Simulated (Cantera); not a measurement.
A perfectly stirred reactor is fed with 0.632 % CO, 2.04 % O2, 0.0224 % H2O, 97.3 % N2, equivalence ratio 0.15, at 1.00 bar; it is held at 1273 K, and followed from long to short residence time.

Computed with Cantera and GRI-Mech 3.0 (53 species, 325 reactions).

Problem. Predict: x(CO) at τ = 18.0 s; x(O2) at τ = 18.0 s; x(H2O) at τ = 18.0 s; x(HO2) at τ = 18.0 s; x(CO2) at τ = 18.0 s; x(CO) at τ = 0.320 s; x(O2) at τ = 0.320 s; x(H2O) at τ = 0.320 s; x(HO2) at τ = 0.320 s; x(CO2) at τ = 0.320 s.

Solution. 
* **x(CO) at τ = 18.0 s**: 4.54e-5
* **x(O2) at τ = 18.0 s**: 0.0173
* **x(H2O) at τ = 18.0 s**: 0.000223
* **x(HO2) at τ = 18.0 s**: 1.08e-7
* **x(CO2) at τ = 18.0 s**: 0.00630
* **x(CO) at τ = 0.320 s**: 0.000678
* **x(O2) at τ = 0.320 s**: 0.0176
* **x(H2O) at τ = 0.320 s**: 0.000218
* **x(HO2) at τ = 0.320 s**: 5.88e-7
* **x(CO2) at τ = 0.320 s**: 0.00566
